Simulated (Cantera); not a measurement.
Predominance diagram of Mg at 1002 °C against the partial pressures of O2 and F2 (log10, bar). Cantera with NASA thermochemical tables; ideal gases at 1 bar, condensed phases pure. Candidates: Mg(l), MgF2(s), MgO(s). Only these pure phases compete in this equilibrium. Not in the tables: oxide halides.

```
log p(F2) \ log p(O2)
        columns: -12, -11.4, -10.9, -10.3, -9.7, -9.1, -8.6, -8, -7.4, -6.9, -6.3, -5.7, -5.1, -4.6, -4, -3.4, -2.9, -2.3, -1.7, -1.1, -0.6, 0
      1  A A A A A A A A A A A A A A A A A A A A A A
   -0.9  A A A A A A A A A A A A A A A A A A A A A A
   -2.8  A A A A A A A A A A A A A A A A A A A A A A
   -4.8  A A A A A A A A A A A A A A A A A A A A A A
   -6.7  A A A A A A A A A A A A A A A A A A A A A A
   -8.6  A A A A A A A A A A A A A A A A A A A A A A
  -10.5  A A A A A A A A A A A A A A A A A A A A A A
  -12.5  A A A A A A A A A A A A A A A A A A A A A A
  -14.4  A A A A A A A A A A A A A A A A A A A A A A
  -16.3  A A A A A A A A A A A A A A A A A A A A A A
  -18.2  A A A A A A A A A A A A A A A A A A A A A B
  -20.2  A A A A A A A A A A A A A A B B B B B B B B
  -22.1  A A A A A A A B B B B B B B B B B B B B B B
    -24  A B B B B B B B B B B B B B B B B B B B B B
```

A: MgF2(s); B: MgO(s).
